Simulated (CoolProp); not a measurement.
R1234ze(Z) at several states: fugacity coefficient from the reference equation and from simpler models built on Tc = 423.3 K, pc = 3.531 MPa, ω = 0.327; each cubic takes its own stable root.

The numbers come from the reference Helmholtz-energy equation of state, Akasaka 2019 in CoolProp.

```
T (K)  p (MPa)   phase  reference
-----  -------  ------  ---------
286.2     4.14  liquid    0.03073
410.9      2.4     gas     0.7270
331.5    0.653  liquid     0.6651
```

How far does each simpler model (van der Waals, Soave-Redlich-Kwong, Peng-Robinson) lie from the reference over these 3 states: mean and median of the absolute difference, and the worst?


- van der Waals: mean 155.7 %, median 35.7 %, worst +423.6 % at 286.2 K and 4.14 MPa
- Soave-Redlich-Kwong: mean 3.8 %, median 3.8 %, worst +4.4 % at 286.2 K and 4.14 MPa
- Peng-Robinson: mean 1.6 %, median 2.0 %, worst +2.3 % at 286.2 K and 4.14 MPa

At some of these states van der Waals gives the other phase, because its saturation line lies elsewhere.
